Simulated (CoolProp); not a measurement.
Values from CoolProp's reference Helmholtz-energy equation of state, Thol 2012.

Task: For benzene, give the phase and the viscosity (µPa s) at 620 K and 2.62 bar; 620 K and 12.6 bar; 620 K and 60.5 bar.

Result: 
- 620 K and 2.62 bar: gas; viscosity 15.5
- 620 K and 12.6 bar: gas; viscosity 15.7
- 620 K and 60.5 bar: supercritical; viscosity 19.6

Viscosity comes from a separate model (Avgeri 2014).
